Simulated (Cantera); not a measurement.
Feed: 1 mol Si, 3 mol HBr, 16 mol H2, held at 498.15 K and 10000 Pa.

These are equilibrium values from Cantera (NASA tables, ideal gas, pure condensed phases), not measurements of a reactor. Candidate condensed phases: Br2, Si; 19 gas species. Rates play no part.

Base state: H2 0.958, SiBr4 0.0393, SiHBr3 0.00238, SiH2Br2 6.57e-5, HBr 1.12e-5 (mole fractions); condensed: Si(s).

What changes in the equilibrium state with this change: temperature from 498.15 K to 1423 K?


```
species      before     after
----------  -------  --------
H2            0.958     0.872
HBr         1.12e-5     0.100
SiBr2         <1e-9    0.0260
SiBr4        0.0393  0.000541
SiBr3         <1e-9  0.000752
Br            <1e-9  0.000309
H             <1e-9   1.96e-5
SiHBr3      0.00238  0.000226
SiH2Br2     6.57e-5   4.52e-5
Si(s), mol    0.239     0.476
```
The tables' values for SiBr3 are old estimates; treat these amounts as uncertain.
